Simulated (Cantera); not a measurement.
Feed: 1 mol PbO, 0.14 mol H2, 0.83 mol N2.

Cantera equilibrium calculation (NASA polynomials, part measured and part estimated; ideal gas, pure solids and liquids). Candidate condensed phases: H2O, Pb, PbO, PbO2, Pb3O4; 27 gas species. Each liquid is taken as pure. Mutual solubility and eutectic melting of coexisting phases are not modelled. The numbers say what is thermodynamically allowed, not how fast it happens.

### Question
What condenses at these points (T in °C, P in Pa): (1000, 3200); (1075, 3200); (700, 460); (1150, 68); (1300, 68); (700, 1000000)?

### Answer
```
T (°C)  P in Pa  condensed phases  Pb condensed (%)
------  -------  ----------------  ----------------
1000       3200          Pb + PbO              93.1
1075       3200               PbO              82.4
700         460          Pb + PbO              99.8
1150         68          gas only               0.0
1300         68          gas only               0.0
700     1000000          Pb + PbO             100.0
```
